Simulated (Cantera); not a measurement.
Input: 1 mol (CH3)2SiCl2, 2000 mol H2, held at 2500 K and 15000 Pa.

Cantera equilibrium calculation (NASA polynomials, part measured and part estimated; ideal gas, pure solids and liquids). Candidate condensed phases: C, C6H6, C7H8, C8H18, Si, SiC; 109 gas species. The feed counts by its element totals alone. Gases not in the tables: Si2H6 and higher silanes. The numbers say what is thermodynamically allowed, not how fast it happens.

Base state: H2 0.935, H 0.0628, HCl 0.000922, C2H2 (acetylene) 0.000469, Si 0.000421, Cl 4.37e-5, SiH 4.17e-5, SiH2 1.27e-5 (mole fractions); condensed: gas only.

### Question
What changes in the equilibrium state with this change: pressure from 15000 Pa to 440 Pa?

### Answer
```
species    before     after
-------  --------  --------
H2          0.935     0.685
H          0.0628     0.314
HCl      0.000922  0.000635
Si       0.000421  0.000408
SiH2      1.27e-5   2.65e-7
SiH       4.17e-5   5.92e-6
```

### Question
What changes in the equilibrium state with this change: pressure from 15000 Pa to 1200 Pa?

### Answer
```
species    before     after
-------  --------  --------
H2          0.935     0.794
H          0.0628     0.204
HCl      0.000922  0.000757
Si       0.000421  0.000430
SiH2      1.27e-5   8.82e-7
SiH       4.17e-5   1.11e-5
Cl        4.37e-5  0.000138
```
